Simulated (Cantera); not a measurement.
Stirred combustor or abatement burner

A perfectly stirred reactor is fed with 20.0 % CH3OH, 13.6 % O2, 66.4 % N2, equivalence ratio 2.2, at 1.01 bar; it is adiabatic with a 373 K inlet, and is followed from long to short residence time, starting on the burning branch (τ in s: 0.053, 0.016, 0.0051, 0.0016, 0.00048, 0.00015, 4.6e-05, 1.4e-05, 4.3e-06).

Model: GRI-Mech 3.0 (53 species, 325 reactions), integrated in Cantera. GRI-Mech 3.0 was tuned for natural gas; its chemistry of methanol as a main component is partial and can be far from experiment.

| τ (s) | T (K) | x CH3OH | x O2 | x CO2 | x CH2CO | x CH4 | x OH |
|---|---|---|---|---|---|---|---|
| 0.053 | 1510 | 4.71e-5 | 0.000789 | 0.0445 | 1.14e-6 | 0.000870 | 1.50e-5 |
| 0.016 | 1494 | 0.000120 | 0.00189 | 0.0409 | 2.38e-6 | 0.00133 | 2.09e-5 |
| 0.0051 | 1454 | 0.000359 | 0.00467 | 0.0334 | 3.97e-6 | 0.00177 | 2.59e-5 |
| 0.0016 | 373 | 0.200 | 0.136 | <1e-12 | <1e-12 | <1e-12 | <1e-12 |
| 0.00048 | 373 | 0.200 | 0.136 | <1e-12 | <1e-12 | <1e-12 | <1e-12 |
| 0.00015 | 373 | 0.200 | 0.136 | <1e-12 | <1e-12 | <1e-12 | <1e-12 |
| 4.6e-5 | 373 | 0.200 | 0.136 | <1e-12 | <1e-12 | <1e-12 | <1e-12 |
| 1.4e-5 | 373 | 0.200 | 0.136 | <1e-12 | <1e-12 | <1e-12 | <1e-12 |
| 4.3e-6 | 373 | 0.200 | 0.136 | <1e-12 | <1e-12 | <1e-12 | <1e-12 |
x: mole fraction; the columns are a selection and need not sum to one.
